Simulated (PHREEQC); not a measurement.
## Polishing slurry liquid (model solution)

Make-up at 20 °C: 0.0093 mol HNO3, 0.065 mol Fe(NO3)3 and 0.00081 mol CO2 per kg of water. Closed to the air; pH follows from the charge balance.

Model: ion-association model, phreeqc.dat, run in PHREEQC.

Each row changes one thing in this solution. Precipitation was switched off in this run.

```tsv
case	pH	ionic strength (mol/kgw)	HCO3- (mol/kgw)
as made	1.68	0.391	2.47e-8
Fe(NO3)3 left out	2.07	0.00930	4.35e-8
diluted 2-fold with water	1.88	0.193	1.78e-8
HNO3 from 0.0093 to 0.00465 mol/kgw	1.72	0.386	2.71e-8
HNO3 left out	1.76	0.381	2.98e-8
diluted 100-fold with water	3.13	0.00277	4.76e-9
```

Some of these states are supersaturated (in Hematite (slow to form), Goethite (slow to form), Fe(OH)3(a), for instance).
